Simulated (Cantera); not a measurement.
A Cantera script and its output.

```python
import numpy as np
import cantera as ct

gas = ct.Solution("gri30.yaml")


def delay(T, t_max=10):
    gas.TPX = T, 500000, {'CH4': 1, 'O2': 2.15, 'N2': 8.09}
    reactor = ct.IdealGasReactor(gas, clone=False)
    net = ct.ReactorNet([reactor])
    net.rtol, net.atol = 1e-8, 1e-16
    while net.time < t_max:
        t_old, T_old = net.time, reactor.T
        net.step()
        if reactor.T > T + 400:  # ignition: a rise of 400 K
            return t_old + (T + 400 - T_old) / (reactor.T - T_old) * (net.time - t_old)
    return np.nan


taus = []
for T in [1275, 1350, 1425, 1500, 1575, 1650, 1725, 1800]:
    taus.append(delay(T))
    print(f"T0 = {T:6g} K   tau = {taus[-1]:.4e} s")
```

It prints:

```
T0 =   1275 K   tau = 3.5898e-03 s
T0 =   1350 K   tau = 1.4912e-03 s
T0 =   1425 K   tau = 6.5655e-04 s
T0 =   1500 K   tau = 3.0553e-04 s
T0 =   1575 K   tau = 1.5047e-04 s
T0 =   1650 K   tau = 7.8664e-05 s
T0 =   1725 K   tau = 4.3713e-05 s
T0 =   1800 K   tau = 2.5760e-05 s
```

Detailed kinetics in Cantera: GRI-Mech 3.0 (53 species, 325 reactions).
